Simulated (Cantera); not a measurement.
Charge: 1 mol Cr₂O₃, 0.35 mol H₂, 1.2 mol N₂.

These are equilibrium values from Cantera (NASA tables, ideal gas, pure condensed phases), not measurements of a reactor. Candidate condensed phases: Cr, CrN, Cr₂N, Cr₂O₃, H₂O; 29 gas species. Mutual solubility and eutectic melting of coexisting phases are not modelled. Rates play no part.

Stable condensed phases, one row left out:

```
T in K \ P in Pa
              10      52     270    1400    7200   37000  190000 1000000
   1475        A       A       A       B       C       C       C       D
   1325        A       A       A       A       A       A       D       D
   1250        A       A       A       A       A       A       A       D
   1175        A       A       A       A       A       A       A       D
   1100        A       A       A       A       A       A       A       A
   1025        A       A       A       A       A       A       A       A
    950        A       A       A       A       A       A       A       A
    875        A       A       A       A       A       A       A       A
    800        A       A       A       A       A       A       A       A
```

A: Cr₂O₃; B: Cr + Cr₂O₃; C: Cr₂N + Cr₂O₃; D: CrN + Cr₂O₃.

Q: Give the row for 1400 K.

A: 10: Cr₂O₃; 52: Cr₂O₃; 270: Cr₂O₃; 1400: Cr₂O₃; 7200: Cr₂O₃; 37000: Cr₂N + Cr₂O₃; 190000: Cr₂N + Cr₂O₃; 1000000: CrN + Cr₂O₃.
